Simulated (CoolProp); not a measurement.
A single-stage vapour-compression cycle with R507A: evaporating at 217.15 K (dew point), condensing at 257.15 K (bubble point), superheat 2 K, subcooling 0 K, compressor efficiency 0.8, no pressure losses. Each further row changes one setting.

Values from CoolProp's reference Helmholtz-energy equation of state, Lemmon 2003. It is a pseudo-pure fit of the blend.

```tsv
case	cooling COP	pressure ratio	discharge temperature (K)	refrigerating effect (kJ/kg)	volumetric capacity (kJ/m³)
as stated	3.63	5.74	279.8	153	547
evaporating temperature 222.15 K	4.34	(withheld)	(withheld)	(withheld)	710
condensing temperature 252.15 K	4.26	(withheld)	273.1	160	570
subcooling 5 K	3.79	5.74	279.8	160	570
superheat 12 K	(withheld)	5.74	290.5	161	545
compressor efficiency 0.7	(withheld)	5.74	286.4	153	547
```

### Question
Complete the blanks.

### Answer

- evaporating temperature 222.15 K, pressure ratio: 4.43
- evaporating temperature 222.15 K, discharge temperature (K): 276.2
- evaporating temperature 222.15 K, refrigerating effect (kJ/kg): 156
- condensing temperature 252.15 K, pressure ratio: 4.78
- superheat 12 K, cooling COP: 3.62
- compressor efficiency 0.7, cooling COP: 3.18
